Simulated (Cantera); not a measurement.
A closed system holds: 1 mol HI, 0.6 mol O2, at 2302 °C and 0.0100 bar.

Method: chemical equilibrium by Gibbs-energy minimisation in Cantera with the NASA 1993 tables (ideal gas, pure condensed phases). Candidate condensed phases: H2O, I2; 12 gas species. Equilibrium is a limit: real reactors are often held back by kinetics, nucleation or transport.

Base state: I 0.476, O2 0.144, H2O 0.144, O 0.0787, OH 0.0626, H 0.0620, H2 0.0320, HI 0.00161 (mole fractions); condensed: gas only.

Q: What changes in the equilibrium state with this change: temperature from 2302 °C to 1152 °C?

A: 
```
species   before     after
-------  -------  --------
I          0.476     0.535
H2O        0.144     0.271
O2         0.144     0.190
O         0.0787   6.05e-6
OH        0.0626  0.000200
H         0.0620   1.38e-7
H2        0.0320   4.09e-6
I2       7.95e-6   0.00364
HI       0.00161  0.000513
```
